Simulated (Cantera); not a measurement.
An isothermal, constant-pressure homogeneous reactor starts with H₂ : O₂ : N₂ = 1.8 : 1 : 2 (molar parts), at 1325 K and 0.280 bar. Integrator tolerance rtol = 1e-08.

Computed with Cantera and GRI-Mech 3.0 (53 species, 325 reactions). The temperature is held fixed by assumption; the heat of reaction is taken as removed at once.

Problem. What does this change do: temperature 1325 to 775 K?

Solution. 
| quantity | before | after |
|---|---|---|
| x(H₂) at 50.0 s | 7.36e-7 (gas-phase equilibrium 7.37e-7) | 0.374 (gas-phase equilibrium <1e-12) |
| x(O₂) at 50.0 s | 0.0256 (gas-phase equilibrium 0.0256) | 0.208 (gas-phase equilibrium 0.0256) |
| x(O) at 50.0 s | 8.39e-8 (gas-phase equilibrium 8.38e-8) | 1.59e-10 (gas-phase equilibrium <1e-12) |
| x(HO₂) at 50.0 s | 1.52e-8 (gas-phase equilibrium 1.52e-8) | 3.64e-6 (gas-phase equilibrium 2.90e-12) |
| x(H) at 50.0 s | 2.67e-9 (gas-phase equilibrium 2.67e-9) | 2.52e-9 (gas-phase equilibrium <1e-12) |
Below about 950 K walls govern HO2 and H2O2 in real vessels.

Problem. What does this change do: temperature 1325 to 823 K?

Solution. 
| quantity | before | after |
|---|---|---|
| x(H₂) at 50.0 s | 7.36e-7 (gas-phase equilibrium 7.37e-7) | 0.283 (gas-phase equilibrium <1e-12) |
| x(O₂) at 50.0 s | 0.0256 (gas-phase equilibrium 0.0256) | 0.163 (gas-phase equilibrium 0.0256) |
| x(O) at 50.0 s | 8.39e-8 (gas-phase equilibrium 8.38e-8) | 2.89e-9 (gas-phase equilibrium <1e-12) |
| x(HO₂) at 50.0 s | 1.52e-8 (gas-phase equilibrium 1.52e-8) | 1.52e-5 (gas-phase equilibrium 9.65e-12) |
| x(H) at 50.0 s | 2.67e-9 (gas-phase equilibrium 2.67e-9) | 3.66e-8 (gas-phase equilibrium <1e-12) |
Below about 950 K walls govern HO2 and H2O2 in real vessels.
